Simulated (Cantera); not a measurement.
Input (Python, Cantera) and output of one run.

```python
import numpy as np
import cantera as ct

gas_names = [...]  # 87 gases of nasa_gas.yaml made of C, H, Si
cond_names = """
    C(gr) C6H6(L) C7H8(L) C8H18(L),n-octa Si(cr) Si(L) SiC(b)
""".split()


# ... load() reads the species with a 1 bar reference pressure and builds the phases ...
atoms = {
    'CH3SiH3': {'C': 1, 'H': 6, 'Si': 1},
    'C2H2': {'C': 2, 'H': 2},
    'H2': {'H': 2},
}
top_T = {'C(gr)': 4500, 'SiC(b)': 3050}  # K; cautious upper limits of use, not melting points


# ... equilibrate(T, P, feed) seeds the gas with the atoms and calls Mixture.equilibrate('TP', solver="vcs", rtol=1e-11, max_steps=5000) ...
results = []
feed = {'CH3SiH3': 1, 'C2H2': 0.48, 'H2': 69}  # mol
P = 20000  # Pa
for T in [1325, 1425, 1525, 1625, 1725, 1825, 1925, 2025, 2125, 2225, 2325, 2425, 2525]:
    mix = equilibrate(T, P, feed)
    results.append((T, P, feed, dict(zip(mix.species_names, mix.species_moles))))
    x = sorted(zip(gas.X, gas.species_names), reverse=True)
    print(f"T = {T:g} K  P = {P:g} Pa  gas = {mix.phase_moles(0):.4g} mol")
    print("   x: " + "  ".join(f"{s} {v:.3e}" for v, s in x if v > 0.0001))
    print("   condensed (mol): " + ("  ".join(f"{mix.phase(i).name} {mix.phase_moles(i):.4g}"
          for i in range(1, mix.n_phases) if mix.phase_moles(i) > 1e-12) or "none"))
```

Output:

```
T = 1325 K  P = 20000 Pa  gas = 72.38 mol
   x: H2 9.987e-01  CH4 1.339e-03
   condensed (mol): C(gr) 0.8629  SiC(b) 1
T = 1425 K  P = 20000 Pa  gas = 72.43 mol
   x: H2 9.992e-01  CH4 7.524e-04
   condensed (mol): C(gr) 0.9049  SiC(b) 1
T = 1525 K  P = 20000 Pa  gas = 72.45 mol
   x: H2 9.995e-01  CH4 4.558e-04
   condensed (mol): C(gr) 0.9251  SiC(b) 1
T = 1625 K  P = 20000 Pa  gas = 72.46 mol
   x: H2 9.995e-01  CH4 2.938e-04  H 1.577e-04
   condensed (mol): C(gr) 0.9334  SiC(b) 1
T = 1725 K  P = 20000 Pa  gas = 72.48 mol
   x: H2 9.993e-01  H 4.151e-04  CH4 1.995e-04
   condensed (mol): C(gr) 0.932  SiC(b) 1
T = 1825 K  P = 20000 Pa  gas = 72.51 mol
   x: H2 9.987e-01  H 9.841e-04  C2H2,acetylene 2.145e-04  CH4 1.414e-04
   condensed (mol): C(gr) 0.9184  SiC(b) 0.9999
T = 1925 K  P = 20000 Pa  gas = 72.55 mol
   x: H2 9.973e-01  H 2.135e-03  C2H2,acetylene 4.567e-04  CH4 1.039e-04
   condensed (mol): C(gr) 0.8863  SiC(b) 0.9994
T = 2025 K  P = 20000 Pa  gas = 72.63 mol
   x: H2 9.947e-01  H 4.292e-03  C2H2,acetylene 9.001e-04
   condensed (mol): C(gr) 0.8249  SiC(b) 0.9977
T = 2125 K  P = 20000 Pa  gas = 72.78 mol
   x: H2 9.901e-01  H 8.080e-03  C2H2,acetylene 1.659e-03
   condensed (mol): C(gr) 0.7205  SiC(b) 0.9913
T = 2225 K  P = 20000 Pa  gas = 73.03 mol
   x: H2 9.823e-01  H 1.435e-02  C2H2,acetylene 2.881e-03  Si 2.711e-04
   condensed (mol): C(gr) 0.5586  SiC(b) 0.969
T = 2325 K  P = 20000 Pa  gas = 73.45 mol
   x: H2 9.696e-01  H 2.422e-02  C2H2,acetylene 4.741e-03  Si 8.922e-04  SiH 1.381e-04  SiC2 1.341e-04
   condensed (mol): C(gr) 0.3328  SiC(b) 0.8968
T = 2425 K  P = 20000 Pa  gas = 74.2 mol
   x: H2 9.495e-01  H 3.900e-02  C2H2,acetylene 7.413e-03  Si 2.658e-03  SiC2 5.515e-04  SiH 3.442e-04  Si2C 3.114e-04  SiH2 1.468e-04
   condensed (mol): C(gr) 0.06243  SiC(b) 0.6772
T = 2525 K  P = 20000 Pa  gas = 75.59 mol
   x: H2 9.178e-01  H 6.005e-02  C2H2,acetylene 1.015e-02  Si 7.557e-03  SiC2 1.939e-03  Si2C 1.152e-03  SiH 8.239e-04  SiH2 2.715e-04
   condensed (mol): SiC(b) 0.01601
```

These are equilibrium values from Cantera (NASA tables, ideal gas, pure condensed phases), not measurements of a reactor. The feed counts by its element totals alone. Gases not in the tables: Si2H6 and higher silanes.
